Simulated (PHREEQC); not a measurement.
Make-up at 70 °C: 0.034 mol CuSO4 and 0.25 mol H3BO3 per kg of water. Closed to the air; pH follows from the charge balance.

All values are PHREEQC results (ion-association model, phreeqc.dat), not measurements.

| quantity | before | after |
|---|---|---|
| pH | 4.25 | 4.77 |
| ionic strength (mol/kgw) | 0.0772 | 1.72e-5 |

Question: Name the change that produced these shifts.
A) CuSO4 left out
B) CuSO4 from 0.034 to 0.051 mol/kgw
C) H3BO3 from 0.25 to 0.05 mol/kgw
D) temperature from 70 to 85 °C
E) H3BO3 left out

Answer: A, CuSO4 left out

No solid was allowed to form. Constants without temperature data keep their 25 °C values here.
